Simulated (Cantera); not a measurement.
A perfectly stirred reactor is fed with CH4 : O2 : N2 = 0.0084 : 0.0062 : 1 (molar parts), equivalence ratio 2.7, at 5.00 bar; it is held at 1573 K, and followed from long to short residence time.

Detailed kinetics in Cantera: GRI-Mech 3.0 (53 species, 325 reactions).

Problem. What does this change do: temperature 1573 to 1323 K?

Solution. 
```tsv
quantity	before	after
x(CH4) at τ = 19.0 s	0.000663	0.00296
x(O2) at τ = 19.0 s	5.00e-6	0.000147
x(CO) at τ = 19.0 s	0.00504	0.00277
x(C2H) at τ = 19.0 s	4.44e-10	5.55e-12
x(NO) at τ = 19.0 s	2.84e-8	2.70e-10
x(CH4) at τ = 0.210 s	0.00222	0.00431
x(O2) at τ = 0.210 s	0.000318	0.00236
x(CO) at τ = 0.210 s	0.00332	0.00237
x(C2H) at τ = 0.210 s	1.13e-9	1.40e-11
x(NO) at τ = 0.210 s	2.79e-8	6.50e-10
```
